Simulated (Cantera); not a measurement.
Reactions in the system Cr-H-N-O

Standard-state values (1 bar) from the NASA 1993 polynomials, evaluated with Cantera. Values are per mole of reaction as written; species without (g) are pure solids or liquids, kept so even where they would boil at 1 bar.

3 N2O(g) + 9 H2O(g) + 4 Cr = 4 CrO3(g) + 6 NH3(g)

```json
[
 {"T (K)": "300", "ΔH° (kJ)": "484.3", "ΔS° (J/K)": "-233.0", "ΔG° (kJ)": "554.2", "log10 K": "-96.50"},
 {"T (K)": "998", "ΔH° (kJ)": "466.4", "ΔS° (J/K)": "-271.7", "ΔG° (kJ)": "737.5", "log10 K": "-38.60"},
 {"T (K)": "1148", "ΔH° (kJ)": "464.0", "ΔS° (J/K)": "-273.9", "ΔG° (kJ)": "778.4", "log10 K": "-35.42"},
 {"T (K)": "1298", "ΔH° (kJ)": "460.1", "ΔS° (J/K)": "-277.1", "ΔG° (kJ)": "819.8", "log10 K": "-32.99"},
 {"T (K)": "1448", "ΔH° (kJ)": "454.4", "ΔS° (J/K)": "-281.2", "ΔG° (kJ)": "861.6", "log10 K": "-31.08"},
 {"T (K)": "1598", "ΔH° (kJ)": "446.8", "ΔS° (J/K)": "-286.2", "ΔG° (kJ)": "904.2", "log10 K": "-29.55"},
 {"T (K)": "1748", "ΔH° (kJ)": "437.1", "ΔS° (J/K)": "-292.0", "ΔG° (kJ)": "947.5", "log10 K": "-28.31"},
 {"T (K)": "1898", "ΔH° (kJ)": "425.2", "ΔS° (J/K)": "-298.5", "ΔG° (kJ)": "991.8", "log10 K": "-27.30"}
]
```
